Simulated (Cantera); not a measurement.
Mixture: CH₄ : C₂H₆ : O₂ : N₂ = 1 : 0.25 : 2.05 : 7.72 (molar parts), at 27.0 bar, adiabatic and at constant pressure. Ignition delay is the time to a rise of 400 K.

Computed with Cantera and GRI-Mech 3.0 (53 species, 325 reactions). The pressure lies above the range GRI-Mech 3.0 was tuned for (to about 10 atm).

**Question.** Predict: delay at 1275 K; delay at 1375 K; delay at 1475 K; delay at 1575 K; delay at 1675 K; apparent activation energy between 1575 and 1675 K.

**Answer.** delay at 1275 K: 0.136 ms
delay at 1375 K: 46.3 µs
delay at 1475 K: 19.2 µs
delay at 1575 K: 9.13 µs
delay at 1675 K: 4.73 µs
apparent activation energy between 1575 and 1675 K: 140 kJ/mol
